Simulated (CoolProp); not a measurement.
Dimethyl carbonate at 298.15 K and 1.05 MPa is throttled through a valve to 0.604 MPa with no heat exchange. Each further row changes one setting.

Computed with CoolProp (reference Helmholtz-energy equation of state, Zhou 2011).

```tsv
case	temperature change (K)
as stated	+0.1
outlet pressure 0.181 MPa	+0.3
outlet pressure 0.785 MPa	+0.1
```
